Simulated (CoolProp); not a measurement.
Aqueous propylene glycol as a coolant, 14 % by mass, freezing at -4.4 °C, 1 atm.

The numbers come from the Melinder's fits for secondary coolants in CoolProp.

```json
[
 {"T (°C)": "-2.6", "viscosity (mPa s)": "3.63", "density (kg/m³)": "1014", "Prandtl number": "29.4", "cp (kJ/(kg K))": "4.006"},
 {"T (°C)": "0.8", "viscosity (mPa s)": "3.16", "density (kg/m³)": "1013", "Prandtl number": "25.5", "cp (kJ/(kg K))": "4.010"},
 {"T (°C)": "4.1", "viscosity (mPa s)": "2.79", "density (kg/m³)": "1013", "Prandtl number": "22.3", "cp (kJ/(kg K))": "4.014"},
 {"T (°C)": "7.5", "viscosity (mPa s)": "2.46", "density (kg/m³)": "1012", "Prandtl number": "19.5", "cp (kJ/(kg K))": "4.019"},
 {"T (°C)": "10.9", "viscosity (mPa s)": "2.19", "density (kg/m³)": "1012", "Prandtl number": "17.2", "cp (kJ/(kg K))": "4.024"},
 {"T (°C)": "14.2", "viscosity (mPa s)": "1.96", "density (kg/m³)": "1011", "Prandtl number": "15.3", "cp (kJ/(kg K))": "4.029"},
 {"T (°C)": "17.6", "viscosity (mPa s)": "1.76", "density (kg/m³)": "1010", "Prandtl number": "13.7", "cp (kJ/(kg K))": "4.034"},
 {"T (°C)": "21", "viscosity (mPa s)": "1.59", "density (kg/m³)": "1009", "Prandtl number": "12.3", "cp (kJ/(kg K))": "4.039"},
 {"T (°C)": "24.4", "viscosity (mPa s)": "1.45", "density (kg/m³)": "1008", "Prandtl number": "11.1", "cp (kJ/(kg K))": "4.044"},
 {"T (°C)": "27.7", "viscosity (mPa s)": "1.33", "density (kg/m³)": "1007", "Prandtl number": "10.1", "cp (kJ/(kg K))": "4.050"},
 {"T (°C)": "31.1", "viscosity (mPa s)": "1.22", "density (kg/m³)": "1006", "Prandtl number": "9.20", "cp (kJ/(kg K))": "4.055"},
 {"T (°C)": "34.5", "viscosity (mPa s)": "1.12", "density (kg/m³)": "1004", "Prandtl number": "8.42", "cp (kJ/(kg K))": "4.061"}
]
```
